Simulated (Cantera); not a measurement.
## Low-pressure radical oxidation in H2/O2

A perfectly stirred reactor is fed with 4.58 % H2, 95.4 % O2, equivalence ratio 0.024, at 0.0133 bar; it is held at 1225 K, and followed from long to short residence time.

Detailed kinetics in Cantera: GRI-Mech 3.0 (53 species, 325 reactions). Radical loss at walls, strong at low pressure, is not modelled. The temperature is held fixed by assumption; the heat of reaction is taken as removed at once.

```
τ (s)       x H2   x O2      x O      x OH   x H2O   x H2O2
------  --------  -----  -------  --------  ------  -------
3.3      7.59e-5  0.951  0.00161  0.000824  0.0463  4.66e-8
1.6     0.000118  0.950  0.00255   0.00104  0.0461  5.48e-8
0.76    0.000183  0.948  0.00406   0.00132  0.0457  6.31e-8
0.36    0.000283  0.946  0.00632   0.00166  0.0453  7.09e-8
0.17    0.000433  0.942  0.00955   0.00206  0.0445  7.78e-8
0.083   0.000643  0.938   0.0135   0.00248  0.0436  8.37e-8
0.040   0.000956  0.933   0.0179   0.00294  0.0423  8.98e-8
0.019    0.00145  0.928   0.0219   0.00343  0.0407  9.82e-8
0.0092   0.00226  0.925   0.0242   0.00394  0.0389  1.12e-7
0.0044   0.00372  0.924   0.0246   0.00454  0.0364  1.34e-7
```
x: mole fraction; the columns are a selection and need not sum to one.
